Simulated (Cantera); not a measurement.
Input: 1 mol Pb, 1 mol H2S, 110 mol H2, at 0.100 bar.

Cantera equilibrium calculation (NASA polynomials, part measured and part estimated; ideal gas, pure solids and liquids). Candidate condensed phases: Pb, PbS, S; 10 gas species. Kinetics and transport are ignored.

Which condensed phases are stable at each of these points (T (K)): 925, 975, 1025, 1075, 1125, 1175, 1225, 1275, 1325, 1375, 1425?


| T (K) | condensed phases | Pb condensed (%) |
|---|---|---|
| 925 | Pb(l) + PbS(s) | 98.6 |
| 975 | Pb(l) | 95.8 |
| 1025 | Pb(l) | 89.7 |
| 1075 | Pb(l) | 76.8 |
| 1125 | Pb(l) | 52.7 |
| 1175 | Pb(l) | 10.6 |
| 1225 | gas only | 0.0 |
| 1275 | gas only | 0.0 |
| 1325 | gas only | 0.0 |
| 1375 | gas only | 0.0 |
| 1425 | gas only | 0.0 |

At 925 K the condensed part is Pb(l) + PbS(s). From 975 K to 1175 K the condensed part is Pb(l). From 1225 K to 1425 K nothing is condensed.
